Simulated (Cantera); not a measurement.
Charge: 1 mol CuO, 18 mol CO, 6.2 mol N2, at 2.25 Torr.

Cantera equilibrium calculation (NASA polynomials, part measured and part estimated; ideal gas, pure solids and liquids). Candidate condensed phases: C, Cu, CuO, Cu2O; 27 gas species. Equilibrium is a limit: real reactors are often held back by kinetics, nucleation or transport.

Question: What share of the Cu ends up in condensed phases as a function of T (°C), at 1027, 1077, 1127, 1177, 1227, 1277, 1327, 1377, 1427, 1477, 1527, 1577, 1627, 1677?

Answer: 
```
T (°C)  Cu condensed (%)     as
------  ----------------  -----
1027                99.9  Cu(s)
1077                99.6  Cu(s)
1127                98.9  Cu(l)
1177                97.2  Cu(l)
1227                93.3  Cu(l)
1277                84.9  Cu(l)
1327                67.5  Cu(l)
1377                32.5  Cu(l)
1427                 0.0      -
1477                 0.0      -
1527                 0.0      -
1577                 0.0      -
1627                 0.0      -
1677                 0.0      -
```
